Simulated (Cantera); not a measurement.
**Adiabatic ignition**

An adiabatic, constant-volume homogeneous reactor starts with 10.4 % CH4, 18.8 % O2, 70.8 % N2, at 1473 K and 9.87 atm.

Detailed kinetics in Cantera: GRI-Mech 3.0 (53 species, 325 reactions). Above 3000 K some thermodynamic fits are extrapolated.

```tsv
t (s)	T (K)	P (bar)	x CH4	x O2	x HO2	x C2H6	x CH2CO	x CH2O	x NO
8.00e-6	1473	10.00	0.104	0.188	3.60e-6	1.04e-7	<1e-12	2.14e-6	<1e-12
1.92e-5	1473	10.0	0.103	0.188	5.70e-6	2.91e-6	4.31e-11	1.88e-5	<1e-12
4.60e-5	1474	10.0	0.103	0.188	8.41e-6	5.20e-5	6.42e-9	0.000136	<1e-12
0.000110	1482	10.1	0.102	0.187	2.17e-5	0.000359	3.57e-7	0.000655	1.24e-12
0.000265	3130	22.3	<1e-12	0.0105	1.55e-5	<1e-12	<1e-12	1.06e-8	0.00762
0.000635	3121	22.3	<1e-12	0.00963	1.43e-5	<1e-12	<1e-12	1.08e-8	0.0109
0.00152	3121	22.3	<1e-12	0.00963	1.43e-5	<1e-12	<1e-12	1.08e-8	0.0109
0.00365	3121	22.3	<1e-12	0.00963	1.43e-5	<1e-12	<1e-12	1.08e-8	0.0109
0.00876	3121	22.3	<1e-12	0.00963	1.43e-5	<1e-12	<1e-12	1.08e-8	0.0109
0.0210	3121	22.3	<1e-12	0.00963	1.43e-5	<1e-12	<1e-12	1.08e-8	0.0109
0.0504	3121	22.3	<1e-12	0.00963	1.43e-5	<1e-12	<1e-12	1.08e-8	0.0109
0.121	3121	22.3	<1e-12	0.00963	1.43e-5	<1e-12	<1e-12	1.08e-8	0.0109
0.290	3121	22.3	<1e-12	0.00963	1.43e-5	<1e-12	<1e-12	1.08e-8	0.0109
0.695	3121	22.3	<1e-12	0.00963	1.43e-5	<1e-12	<1e-12	1.08e-8	0.0109
1.67	3121	22.3	<1e-12	0.00963	1.43e-5	<1e-12	<1e-12	1.08e-8	0.0109
4.00	3121	22.3	<1e-12	0.00963	1.43e-5	<1e-12	<1e-12	1.08e-8	0.0109
```
x: mole fraction; the columns are a selection and need not sum to one.

```json
{
 "time_of_steepest_temperature_rise": "0.236 ms",
 "temperature at 4.00 s": "3121 K",
 "equilibrium_temperature": "3121 K",
 "x(CH4) at 4.00 s": "<1e-12 (gas-phase equilibrium <1e-12)",
 "x(O2) at 4.00 s": "0.00963 (gas-phase equilibrium 0.00963)",
 "x(HO2) at 4.00 s": "1.43e-5 (gas-phase equilibrium 1.43e-5)"
}
```
